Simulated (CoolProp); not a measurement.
Computed with CoolProp (reference Helmholtz-energy equation of state, Lemmon 2006). It is a short technical equation, of lower accuracy than the large ones.

Question: Give the vapour pressure (kPa), enthalpy of vaporisation (kJ/kg), liquid cp (kJ/(kg K)), liquid conductivity (mW/(m K)) of saturated C3F8 (R218) at 202, 234.9, 275.9 K.

Answer: 
```tsv
T (K)	p (kPa)	enthalpy of vaporisation (kJ/kg)	liquid cp (kJ/(kg K))	liquid conductivity (mW/(m K))
202	15.5	117	0.905	71.0
234.9	94.8	106	0.972	62.4
275.9	453	88.5	1.08	51.2
```

Thermal conductivity comes from a separate model (Huber 2003), an estimate that may be off by 10 % or more.
